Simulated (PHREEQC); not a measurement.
Solution (20 °C): 0.013 mol/kgw HF, 0.01 mol/kgw H2SiF6, 3.6e-05 mol/kgw H3BO3 and 0.027 mol/kgw H2SO4. Closed to the air; pH follows from the charge balance.

Computed with PHREEQC (ion-association model, wateq4f.dat).

```
Item                       Value
----------------  --------------
pH                          1.33
ionic strength    0.0746 mol/kgw
total alkalinity     -127 meq/kg
```

```json
[
 {"species": "H+", "molality": "0.0559", "activity": "0.0469", "log γ": "-0.076"},
 {"species": "HSO4-", "molality": "0.0184", "activity": "0.0146", "log γ": "-0.098"},
 {"species": "HF", "molality": "0.0118", "activity": "0.0120", "log γ": "0.007"},
 {"species": "SiF6-2", "molality": "0.00999", "activity": "0.00415", "log γ": "-0.382"},
 {"species": "SO4-2", "molality": "0.00865", "activity": "0.00357", "log γ": "-0.385"},
 {"species": "H2F2", "molality": "0.000439", "activity": "0.000447", "log γ": "0.007"},
 {"species": "F-", "molality": "0.000237", "activity": "0.000186", "log γ": "-0.105"},
 {"species": "BF4-", "molality": "3.39e-5", "activity": "2.62e-5", "log γ": "-0.113"},
 {"species": "HF2-", "molality": "1.05e-5", "activity": "8.21e-6", "log γ": "-0.105"},
 {"species": "H4SiO4", "molality": "8.31e-6", "activity": "8.46e-6", "log γ": "0.007"},
 {"species": "H3BO3", "molality": "1.03e-6", "activity": "1.04e-6", "log γ": "0.007"}
]
```

No solid was allowed to form. SiF6-2 is the database's only silicon fluoride. Real BF4- forms and hydrolyses slowly; the run takes it at equilibrium.
